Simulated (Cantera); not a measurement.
Charge: 1 mol AlN, 0.42 mol Cl2, at 10000 Pa.

These are equilibrium values from Cantera (NASA tables, ideal gas, pure condensed phases), not measurements of a reactor. Candidate condensed phases: Al, AlCl3, AlN; 11 gas species. The tables' values for AlCl2 are old estimates; treat these amounts as uncertain. Rates play no part.

x: gas mole fraction; n: condensed amount in mol.

| T (K) | x AlCl3 | x N2 | x Al2Cl6 | x AlCl2 | x AlCl | x Cl | x Cl2 | n AlN(s) |
|---|---|---|---|---|---|---|---|---|
| 800 | 0.538 | 0.366 | 0.0966 | 5.44e-9 | <1e-12 | 3.43e-12 | <1e-12 | 0.720 |
| 850 | 0.609 | 0.348 | 0.0436 | 3.90e-8 | 1.61e-12 | 2.33e-11 | <1e-12 | 0.720 |
| 900 | 0.641 | 0.340 | 0.0192 | 2.15e-7 | 2.60e-11 | 1.26e-10 | <1e-12 | 0.720 |
| 950 | 0.655 | 0.336 | 0.00886 | 9.66e-7 | 3.09e-10 | 5.70e-10 | 1.04e-12 | 0.720 |
| 1000 | 0.661 | 0.335 | 0.00434 | 3.71e-6 | 2.85e-9 | 2.21e-9 | 3.24e-12 | 0.720 |
| 1050 | 0.664 | 0.334 | 0.00227 | 1.24e-5 | 2.11e-8 | 7.55e-9 | 9.07e-12 | 0.720 |
| 1100 | 0.665 | 0.334 | 0.00126 | 3.73e-5 | 1.30e-7 | 2.30e-8 | 2.31e-11 | 0.720 |
| 1150 | 0.666 | 0.334 | 0.000738 | 0.000101 | 6.81e-7 | 6.39e-8 | 5.44e-11 | 0.720 |
| 1200 | 0.666 | 0.333 | 0.000453 | 0.000253 | 3.10e-6 | 1.63e-7 | 1.19e-10 | 0.720 |
| 1250 | 0.666 | 0.333 | 0.000290 | 0.000585 | 1.25e-5 | 3.87e-7 | 2.45e-10 | 0.720 |
| 1300 | 0.665 | 0.333 | 0.000192 | 0.00127 | 4.50e-5 | 8.58e-7 | 4.78e-10 | 0.720 |
| 1350 | 0.664 | 0.333 | [?] | 0.00259 | [?] | [?] | [?] | 0.720 |
| 1400 | 0.661 | 0.333 | [?] | 0.00500 | [?] | [?] | [?] | 0.719 |
| 1450 | 0.656 | 0.333 | 6.60e-5 | 0.00921 | 0.00122 | 6.75e-6 | 2.68e-9 | 0.718 |

**Question.** Complete the blanks.

**Answer.** 
- 1400, x Al2Cl6: 9.22e-5
- 1400, x AlCl: 0.000441
- 1400, x Cl: 3.56e-6
- 1400, x Cl2: 1.57e-9
- 1350, x Al2Cl6: 0.000131
- 1350, x AlCl: 0.000147
- 1350, x Cl: 1.80e-6
- 1350, x Cl2: 8.87e-10
